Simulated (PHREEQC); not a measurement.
Dissolve 0.0042 mol/kgw Na2S and 0.013 mol/kgw NaCl at 25 °C and 300 atm. Closed to the air; pH follows from the charge balance.

Equilibrium calculation in PHREEQC: ion-association model with all activity coefficients set to 1, phreeqc.dat.

No solid was allowed to form.

**Question.** What pH, ionic strength does the model give?

**Answer.** pH 11.49; ionic strength 0.0216 mol/kgw.

Under pressure, the constants of complexes without a molar volume in the database are unreliable.
